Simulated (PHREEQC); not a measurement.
1 kg of water holding 0.0042 mol/kgw CaCl2, 0.0077 mol/kgw KCl, 0.18 mol/kgw MgCl2 and 0.0078 mol/kgw NaCl is evaporated at 50 °C; the solids stay in contact with the brine. CO2 from the air is kept out. Only these solids could form: Bischofite, Brucite, Carnallite, Halite, Portlandite, Sylvite, MgCl2_4H2O.

The series has 18 steps of water left (kg), from 1 to 0.03564.

All values are PHREEQC results (Pitzer model, pitzer.dat), not measurements.

Q: Which solids form, in which order, and at which step of the series does each first stand?

A: Carnallite from water left = 0.03564 kg.

Complexes and solids missing from the database can't appear. Away from 25 °C the constants follow the database's enthalpies or fits; those with neither stay at their 25 °C values.
